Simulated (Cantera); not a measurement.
A Cantera script and what it prints.

```python
import numpy as np
import cantera as ct

gas_names = """
    C CO CO2 C2 C2O C3 C3O2 C4 C5 Fe FeC5O5 FeO O O2 O3
""".split()
cond_names = """
    C(gr) Fe(a) Fe(c) Fe(d) Fe(L) FeC5O5(L) FeO(s) FeO(L) Fe2O3(s) Fe3O4(s)
""".split()


def load(file, names, dense=False):
    # The tables refer to 1 bar. Condensed volumes are neglected.
    table = {s.name: s for s in ct.Species.list_from_file(file)}
    out = []
    for n in names:
        d = dict(table[n].input_data)
        d["thermo"] = dict(d["thermo"], **{"reference-pressure": 1e5})
        if dense:
            d["equation-of-state"] = {"model": "constant-volume", "density": "1e6 g/cm^3"}
        out.append(ct.Species.from_dict(d))
    return out


gas = ct.Solution(thermo="ideal-gas", species=load("nasa_gas.yaml", gas_names))
cond = {s.name: ct.Solution(thermo="fixed-stoichiometry", species=[s], name=s.name)
        for s in load("nasa_condensed.yaml", cond_names, dense=True)}
atoms = {
    'Fe3O4': {'Fe': 3, 'O': 4},
    'CO': {'C': 1, 'O': 1},
}
top_T = {'C(gr)': 4500, 'Fe2O3(s)': 1830, 'Fe3O4(s)': 1870}  # K; cautious upper limits of use, not melting points


def equilibrate(T, P, feed):
    n = {}
    for name, mol in feed.items():
        for a, k in atoms[name].items():
            n[a] = n.get(a, 0.0) + k * mol
    gas.TPX = T, P, n
    mass = sum(n.values()) * gas.mean_molecular_weight
    gas.equilibrate("TP")
    valid = [c for c in cond.values() if c.min_temp <= T <= top_T.get(c.name, c.max_temp)]
    mix = ct.Mixture([(gas, mass / gas.mean_molecular_weight)] + [(c, 0.0) for c in valid])
    mix.T, mix.P = T, P
    mix.equilibrate("TP", solver="vcs", rtol=1e-11, max_steps=5000)
    return mix


results = []
feed = {'Fe3O4': 1, 'CO': 17}  # mol
P = 34  # Pa
for T in [1900, 2000, 2100, 2200, 2300, 2400, 2500]:
    mix = equilibrate(T, P, feed)
    results.append((T, P, feed, dict(zip(mix.species_names, mix.species_moles))))

top = {s: max(r[3][s] / sum(r[3][g] for g in gas_names) for r in results) for s in gas_names}
cols = sorted((s for s in top if top[s] > 0.001), key=lambda s: -top[s])[:6]
seen = [c for c in cond_names if any(r[3].get(c, 0) > 1e-12 for r in results)]
print("log10 of partial pressures in bar; condensed amounts in mol")
print(f"{'T/K':>10s}" + "".join(f"{s[:9]:>10s}" for s in cols + seen))
for T, P, feed, n in results:
    ng = sum(n[g] for g in gas_names)
    print(f"{T:10.4g}" + "".join(f"{np.log10(max(n[s] / ng * P / 1e5, 1e-99)):10.3f}" for s in cols)
          + "".join(f"{n.get(c, 0):10.4g}" for c in seen))
```

Output:

```
log10 of partial pressures in bar; condensed amounts in mol
       T/K        CO       CO2        Fe         O        O2       FeO    FeO(L)
      1900    -3.636    -4.204    -4.344    -7.355    -7.659    -6.098    0.3337
      2000    -3.652    -4.180    -4.305    -6.581    -6.813    -5.872         0
      2100    -3.650    -4.198    -4.310    -5.939    -6.163    -5.765         0
      2200    -3.643    -4.249    -4.318    -5.394    -5.652    -5.712         0
      2300    -3.633    -4.365    -4.329    -4.971    -5.333    -5.742         0
      2400    -3.623    -4.559    -4.342    -4.670    -5.217    -5.861         0
      2500    -3.618    -4.821    -4.354    -4.475    -5.272    -6.051         0
```

These are equilibrium values from Cantera (NASA tables, ideal gas, pure condensed phases), not measurements of a reactor. The tables' stoichiometric FeO is somewhat more stable than real wüstite, so its field is too wide. FeO: taken at fixed stoichiometry.
